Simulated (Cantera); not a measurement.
A Cantera script and what it prints.

```python
import numpy as np
import cantera as ct

gas_names = """
    H H2 N NH NH2 NH3 N2 N2H2 N2H4 Si SiH SiH2 SiH3 SiH4 SiN Si2 Si2N Si3
""".split()
cond_names = """
    Si(cr) Si(L) Si3N4(a)
""".split()


# ... load() reads the species with a 1 bar reference pressure and builds the phases ...
atoms = {
    'Si2H6': {'Si': 2, 'H': 6},
    'N2': {'N': 2},
}
top_T = {'Si3N4(a)': 2400}  # K; cautious upper limits of use, not melting points


# ... equilibrate(T, P, feed) seeds the gas with the atoms and calls Mixture.equilibrate('TP', solver="vcs", rtol=1e-11, max_steps=5000) ...
results = []
feed = {'Si2H6': 1, 'N2': 9.6}  # mol
T = 1523  # K
P = 10000  # Pa
mix = equilibrate(T, P, feed)
results.append((T, P, feed, dict(zip(mix.species_names, mix.species_moles))))
print(gas.report(threshold=1e-06))
for i in range(1, mix.n_phases):
    print(f"{mix.phase(i).name:16s} {mix.phase_moles(i):12.5e} mol")
```

It prints:

```
       temperature   1523 K
          pressure   10000 Pa
           density   0.016656 kg/m^3
  mean mol. weight   21.091 kg/kmol
   phase of matter   gas

                          1 kg             1 kmol
                     ---------------   ---------------
          enthalpy        1.8311e+06         3.862e+07  J
   internal energy        1.2307e+06        2.5957e+07  J
           entropy             11833        2.4957e+05  J/K
    Gibbs function       -1.6191e+07       -3.4148e+08  J
 heat capacity c_p            1621.7             34203  J/K
 heat capacity c_v            1227.5             25889  J/K

                      mass frac. Y      mole frac. X     chem. pot. / RT
                     ---------------   ---------------   ---------------
                 H        1.8023e-06        3.7712e-05           -11.137
                H2          0.025449           0.26625           -22.273
                N2           0.97455           0.73371           -28.671
     [  +15 minor]        5.6243e-07        6.8967e-07

Si(cr)            0.00000e+00 mol
Si3N4(a)          6.66667e-01 mol
```

Method: chemical equilibrium by Gibbs-energy minimisation in Cantera with the NASA 1993 tables (ideal gas, pure condensed phases). The feed counts by its element totals alone.
